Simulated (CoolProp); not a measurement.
R124 along the isobar 5.41 MPa: Z from the reference equation and from simpler models built on Tc = 122.3 °C, pc = 3.624 MPa, ω = 0.288; each cubic takes its own stable root.

The numbers come from the reference Helmholtz-energy equation of state, de Vries 1995 in CoolProp.

| T (°C) | phase | reference |
|---|---|---|
| -41.65 | liquid | 0.2442 |
| -7.75 | liquid | 0.2264 |
| 26.05 | liquid | 0.2156 |
| 59.85 | liquid | 0.2114 |
| 93.65 | liquid | 0.2167 |
| 127.55 | supercritical | 0.2506 |
| 161.35 | supercritical | 0.5121 |
| 195.15 | supercritical | 0.6876 |

**Question.** How far does each simpler model (van der Waals, Redlich-Kwong) lie from the reference over these 8 states: mean and median of the absolute difference, and the worst?

**Answer.** 
- van der Waals: mean 44.8 %, median 55.2 %, worst +63.0 % at -41.65 °C and 5.41 MPa
- Redlich-Kwong: mean 12.5 %, median 12.8 %, worst +19.1 % at 127.55 °C and 5.41 MPa
